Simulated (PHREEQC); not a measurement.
A column of 0.2 m (30 cells, dispersivity 0.007 m, 720 s a shift, diffusion coefficient 3e-10 m²/s) holds 0.067 eq of the database's cation exchanger X per kg of pore water, first in equilibrium with 33 mmol/kgw KBr, 91 mmol/kgw ZnSO4, 20 mmol/kgw MgCl2 and 0.01 mmol/kgw HCl. It is flushed with 0.04 mol/kgw ZnSO4, 0.0052 mol/kgw MgCl2 and 1e-05 mol/kgw HCl, at 25 °C. Values are for the last cell. No CO2 enters from the air. Nothing may precipitate in this run.

Model: ion-association model, phreeqc.dat, run in PHREEQC.

```json
[
 {"pore volumes": "0", "Br in solution (mol/kgw)": "0.0330", "K in solution (mol/kgw)": "0.0330", "Mg in solution (mol/kgw)": "0.0200", "Cl in solution (mol/kgw)": "0.0400", "Zn in solution (mol/kgw)": "0.0910"},
 {"pore volumes": "0.2833", "Br in solution (mol/kgw)": "0.0330", "K in solution (mol/kgw)": "0.0330", "Mg in solution (mol/kgw)": "0.0200", "Cl in solution (mol/kgw)": "0.0400", "Zn in solution (mol/kgw)": "0.0910"},
 {"pore volumes": "0.55", "Br in solution (mol/kgw)": "0.0325", "K in solution (mol/kgw)": "0.0328", "Mg in solution (mol/kgw)": "0.0198", "Cl in solution (mol/kgw)": "0.0396", "Zn in solution (mol/kgw)": "0.0901"},
 {"pore volumes": "0.8167", "Br in solution (mol/kgw)": "0.0243", "K in solution (mol/kgw)": "0.0294", "Mg in solution (mol/kgw)": "0.0163", "Cl in solution (mol/kgw)": "0.0322", "Zn in solution (mol/kgw)": "0.0749"},
 {"pore volumes": "1.217", "Br in solution (mol/kgw)": "0.00631", "K in solution (mol/kgw)": "0.0188", "Mg in solution (mol/kgw)": "0.00866", "Cl in solution (mol/kgw)": "0.0161", "Zn in solution (mol/kgw)": "0.0429"},
 {"pore volumes": "1.483", "Br in solution (mol/kgw)": "0.00171", "K in solution (mol/kgw)": "0.0135", "Mg in solution (mol/kgw)": "0.00658", "Cl in solution (mol/kgw)": "0.0119", "Zn in solution (mol/kgw)": "0.0361"},
 {"pore volumes": "1.75", "Br in solution (mol/kgw)": "0.000386", "K in solution (mol/kgw)": "0.00923", "Mg in solution (mol/kgw)": "0.00579", "Cl in solution (mol/kgw)": "0.0108", "Zn in solution (mol/kgw)": "0.0358"},
 {"pore volumes": "2.017", "Br in solution (mol/kgw)": "7.76e-5", "K in solution (mol/kgw)": "0.00576", "Mg in solution (mol/kgw)": "0.00547", "Cl in solution (mol/kgw)": "0.0105", "Zn in solution (mol/kgw)": "0.0370"},
 {"pore volumes": "2.283", "Br in solution (mol/kgw)": "1.45e-5", "K in solution (mol/kgw)": "0.00330", "Mg in solution (mol/kgw)": "0.00532", "Cl in solution (mol/kgw)": "0.0104", "Zn in solution (mol/kgw)": "0.0383"},
 {"pore volumes": "2.55", "Br in solution (mol/kgw)": "2.57e-6", "K in solution (mol/kgw)": "0.00176", "Mg in solution (mol/kgw)": "0.00525", "Cl in solution (mol/kgw)": "0.0104", "Zn in solution (mol/kgw)": "0.0391"},
 {"pore volumes": "2.817", "Br in solution (mol/kgw)": "4.41e-7", "K in solution (mol/kgw)": "0.000897", "Mg in solution (mol/kgw)": "0.00522", "Cl in solution (mol/kgw)": "0.0104", "Zn in solution (mol/kgw)": "0.0395"},
 {"pore volumes": "3.217", "Br in solution (mol/kgw)": "2.98e-8", "K in solution (mol/kgw)": "0.000303", "Mg in solution (mol/kgw)": "0.00520", "Cl in solution (mol/kgw)": "0.0104", "Zn in solution (mol/kgw)": "0.0398"},
 {"pore volumes": "3.483", "Br in solution (mol/kgw)": "4.85e-9", "K in solution (mol/kgw)": "0.000142", "Mg in solution (mol/kgw)": "0.00520", "Cl in solution (mol/kgw)": "0.0104", "Zn in solution (mol/kgw)": "0.0399"},
 {"pore volumes": "3.75", "Br in solution (mol/kgw)": "7.79e-10", "K in solution (mol/kgw)": "6.51e-5", "Mg in solution (mol/kgw)": "0.00520", "Cl in solution (mol/kgw)": "0.0104", "Zn in solution (mol/kgw)": "0.0400"},
 {"pore volumes": "4.017", "Br in solution (mol/kgw)": "1.24e-10", "K in solution (mol/kgw)": "2.94e-5", "Mg in solution (mol/kgw)": "0.00520", "Cl in solution (mol/kgw)": "0.0104", "Zn in solution (mol/kgw)": "0.0400"}
]
```
